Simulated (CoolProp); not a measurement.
Properties of dry air along the isotherm 85.4 K.

Model: reference Helmholtz-energy equation of state, Lemmon 2000, in CoolProp. It is a pseudo-pure fit of the blend.

| p (MPa) | phase | Z | speed of sound (m/s) | Joule-Thomson coefficient (K/MPa) | Prandtl number | fugacity coefficient |
|---|---|---|---|---|---|---|
| 2.37 | liquid | 0.1136 | 823.5 | -0.3216 | 2.06 | 0.07959 |
| 4.73 | liquid | 0.2250 | 843.2 | -0.3364 | 2.07 | 0.04464 |
| 7.1 | liquid | 0.3354 | 861.6 | -0.3493 | 2.09 | 0.03327 |
| 9.46 | liquid | 0.4440 | 878.8 | -0.3605 | 2.11 | 0.02791 |
| 11.8 | liquid | 0.5504 | 894.9 | -0.3702 | 2.13 | 0.02496 |
| 14.2 | liquid | 0.6584 | 910.6 | -0.3791 | 2.15 | 0.02319 |
| 16.6 | liquid | 0.7653 | 925.4 | -0.3869 | 2.18 | 0.02217 |
| 18.9 | liquid | 0.8668 | 939.1 | -0.3937 | 2.20 | 0.02164 |
| 21.3 | liquid | 0.9718 | 952.7 | -0.4000 | 2.23 | 0.02143 |
| 23.7 | liquid | 1.076 | 965.7 | -0.4057 | 2.25 | 0.02148 |
| 26 | liquid | 1.175 | 977.8 | -0.4107 | 2.28 | 0.02173 |
| 28.4 | liquid | 1.278 | 989.9 | -0.4154 | 2.31 | 0.02217 |
| 30.8 | liquid | 1.379 | 1002 | -0.4196 | 2.33 | 0.02277 |
| 33.1 | liquid | 1.476 | 1013 | -0.4234 | 2.36 | 0.02348 |
| 35.5 | liquid | 1.577 | 1024 | -0.4270 | 2.39 | 0.02436 |
| 37.9 | liquid | 1.677 | 1034 | -0.4303 | 2.42 | 0.02538 |

Viscosity comes from a separate model (Lemmon 2004). Thermal conductivity comes from a separate model (Lemmon 2004).
